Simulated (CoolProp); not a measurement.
Sulfur hexafluoride along the isobar 12200 kPa: density (kg/m³) from the reference equation and from simpler models built on Tc = 318.7 K, pc = 3755 kPa, ω = 0.210; each cubic takes its own stable root.

Computed with CoolProp (reference Helmholtz-energy equation of state, Guder 2009).

| T (K) | phase | reference |
|---|---|---|
| 285.9 | liquid | 1610 |
| 323.1 | supercritical | 1394 |
| 360.3 | supercritical | 1125 |
| 397.5 | supercritical | 846.7 |
| 434.7 | supercritical | 656.8 |
| 471.9 | supercritical | 543.1 |
| 509.1 | supercritical | 469.3 |
| 546.3 | supercritical | 417.1 |

**Question.** How far does each simpler model (van der Waals, Redlich-Kwong, Soave-Redlich-Kwong, Peng-Robinson) lie from the reference over these 8 states: mean and median of the absolute difference, and the worst?

**Answer.** 
- van der Waals: mean 14.7 %, median 12.7 %, worst -28.7 % at 285.9 K and 12200 kPa
- Redlich-Kwong: mean 5.2 %, median 5.7 %, worst +6.6 % at 509.1 K and 12200 kPa
- Soave-Redlich-Kwong: mean 5.1 %, median 4.7 %, worst -8.1 % at 360.3 K and 12200 kPa
- Peng-Robinson: mean 2.2 %, median 1.2 %, worst +7.8 % at 285.9 K and 12200 kPa
